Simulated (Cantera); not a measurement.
Input (Python, Cantera) and output of one run.

```python
import numpy as np
import cantera as ct

gas_names = """
    AL ALCL ALCL2 ALCL3 ALH ALN AL2 AL2CL6 CL CL2 H HCL H2 N NH NH2 NH3 N2 N2H2 N2H4
""".split()
cond_names = """
    AL(cr) AL(L) ALCL3(s) ALCL3(L) ALN(s) NH4CL(a) NH4CL(b)
""".split()


# ... load() reads the species with a 1 bar reference pressure and builds the phases ...
atoms = {
    'AlN': {'AL': 1, 'N': 1},
    'HCl': {'H': 1, 'CL': 1},
    'H2': {'H': 2},
}
top_T = {'ALN(s)': 2750}  # K; cautious upper limits of use, not melting points


# ... equilibrate(T, P, feed) seeds the gas with the atoms and calls Mixture.equilibrate('TP', solver="vcs", rtol=1e-11, max_steps=5000) ...
results = []
feed = {'AlN': 1, 'HCl': 7, 'H2': 81}  # mol
T = 798.15  # K
P = 2.4  # Pa
mix = equilibrate(T, P, feed)
results.append((T, P, feed, dict(zip(mix.species_names, mix.species_moles))))
print(gas.report(threshold=1e-06))
for i in range(1, mix.n_phases):
    print(f"{mix.phase(i).name:16s} {mix.phase_moles(i):12.5e} mol")
```

Result:

```
       temperature   798.15 K
          pressure   2.4 Pa
           density   1.8798e-06 kg/m^3
  mean mol. weight   5.1978 kg/kmol
   phase of matter   gas

                          1 kg             1 kmol
                     ---------------   ---------------
          enthalpy        8.1838e+05        4.2538e+06  J
   internal energy       -4.5835e+05       -2.3824e+06  J
           entropy             49207        2.5577e+05  J/K
    Gibbs function       -3.8456e+07       -1.9989e+08  J
 heat capacity c_p            5813.1             30215  J/K
 heat capacity c_v            4213.5             21901  J/K

                      mass frac. Y      mole frac. X     chem. pot. / RT
                     ---------------   ---------------   ---------------
             ALCL3           0.27668          0.010786           -144.37
               HCL           0.33097          0.047186           -51.342
                H2           0.36328           0.93663           -27.678
                N2          0.029067         0.0053932           -40.175
     [  +16 minor]        1.4326e-06        6.3978e-08

AL(cr)            0.00000e+00 mol
ALCL3(L)          0.00000e+00 mol
ALN(s)            5.07994e-02 mol
```

Method: chemical equilibrium by Gibbs-energy minimisation in Cantera with the NASA 1993 tables (ideal gas, pure condensed phases).
